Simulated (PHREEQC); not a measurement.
Consider water at 25 °C with 5.3 mmol/kgw NaBr, 1.7 mmol/kgw KF and 3.7 mmol/kgw Zn(NO3)2. Closed to the air; pH follows from the charge balance.

Equilibrium calculation in PHREEQC: ion-association model, wateq4f.dat.

```json
[
 {"quantity": "pH", "before": "6.03", "after": "5.87"},
 {"quantity": "ZnOH+ (mol/kgw)", "before": "2.97e-6", "after": "2.07e-6"},
 {"quantity": "HF (mol/kgw)", "before": "1.99e-6", "after": "5.87e-7"},
 {"quantity": "Zn(OH)2 (mol/kgw)", "before": "3.19e-8", "after": "1.53e-8"},
 {"quantity": "SI of Zincite(c) (ZnO)", "before": "-1.73", "after": "-2.05"}
]
```

Question: Name the change that produced these shifts.
A. NaBr from 0.0053 to 0.00106 mol/kgw
B. KF from 0.0017 to 0.00034 mol/kgw
C. NaBr left out
D. diluted 5-fold with water
E. temperature from 25 to 35 °C

Answer: B, KF from 0.0017 to 0.00034 mol/kgw

Precipitation was switched off in this run.
